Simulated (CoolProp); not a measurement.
A simple Rankine cycle with R152A: condensing at 310.15 K, boiler at 1.97 MPa, turbine inlet 385.2 K, turbine efficiency 0.7, pump efficiency 0.7, no recuperator. Each further row changes one setting.

Values from CoolProp's reference Helmholtz-energy equation of state, Outcalt 1996. It is a modified Benedict-Webb-Rubin equation, recast in Helmholtz form.

| case | thermal efficiency (%) | net work (kJ/kg) | heat in (kJ/kg) | turbine exit temperature (K) | volume ratio over the turbine |
|---|---|---|---|---|---|
| as stated | 6.3 | 21.5 | 340 | 351.8 | 2.36 |
| turbine inlet 405.2 K | 6.4 | 23.7 | 370 | 373.1 | 2.33 |
| condensing temperature 302.15 K | 7.7 | 27.3 | 354 | 344.2 | 2.93 |
| boiler pressure 1.38 MPa | 3.9 | 13.7 | 352 | 367.0 | 1.63 |
| turbine efficiency 0.6 | 5.4 | 18.2 | 340 | 354.4 | 2.38 |
